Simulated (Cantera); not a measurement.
Input (Python, Cantera) and output of one run.

```python
import numpy as np
import cantera as ct

gas_names = [...]  # 148 gases of nasa_gas.yaml made of Al, C, H, N, O
cond_names = """
    AL(cr) AL(L) ALN(s) AL2O3(a) AL2O3(L) C(gr) C6H6(L) C7H8(L) C8H18(L),n-octa H2O(s) H2O(L)
""".split()


# ... load() reads the species with a 1 bar reference pressure and builds the phases ...
atoms = {
    'Al(CH3)3': {'AL': 1, 'C': 3, 'H': 9},
    'N2O': {'N': 2, 'O': 1},
    'H2': {'H': 2},
}
top_T = {'ALN(s)': 2750, 'C(gr)': 4500}  # K; cautious upper limits of use, not melting points


# ... equilibrate(T, P, feed) seeds the gas with the atoms and calls Mixture.equilibrate('TP', solver="vcs", rtol=1e-11, max_steps=5000) ...
results = []
feed = {'Al(CH3)3': 1, 'N2O': 15, 'H2': 740}  # mol
T = 2100  # K
P = 100000  # Pa
mix = equilibrate(T, P, feed)
results.append((T, P, feed, dict(zip(mix.species_names, mix.species_moles))))
print(gas.report(threshold=1e-06))
for i in range(1, mix.n_phases):
    print(f"{mix.phase(i).name:16s} {mix.phase_moles(i):12.5e} mol")
```

Result:

```
       temperature   2100 K
          pressure   1e+05 Pa
           density   0.016299 kg/m^3
  mean mol. weight   2.8458 kg/kmol
   phase of matter   gas

                          1 kg             1 kmol
                     ---------------   ---------------
          enthalpy        1.8853e+07        5.3651e+07  J
   internal energy        1.2717e+07         3.619e+07  J
           entropy             68316        1.9441e+05  J/K
    Gibbs function       -1.2461e+08       -3.5462e+08  J
 heat capacity c_p             12218             34769  J/K
 heat capacity c_v              9296             26455  J/K

                      mass frac. Y      mole frac. X     chem. pot. / RT
                     ---------------   ---------------   ---------------
              ALOH        3.1194e-05        2.0181e-06           -55.056
                CO          0.038553          0.003917           -39.743
               CO2        0.00017545        1.1345e-05            -65.89
                 H         0.0010811         0.0030522           -9.8391
                H2           0.67982           0.95963           -19.678
               H2O          0.086944          0.013734           -45.825
               NH3        1.3513e-05         2.258e-06           -45.036
                N2           0.19335          0.019641           -31.037
                OH         3.108e-05        5.2007e-06           -35.986
     [ +139 minor]        7.0081e-06         5.609e-07

AL(L)             0.00000e+00 mol
ALN(s)            0.00000e+00 mol
AL2O3(a)          4.99067e-01 mol
C(gr)             0.00000e+00 mol
```

Method: chemical equilibrium by Gibbs-energy minimisation in Cantera with the NASA 1993 tables (ideal gas, pure condensed phases). The feed counts by its element totals alone. Gases not in the tables: Al(OH)3.
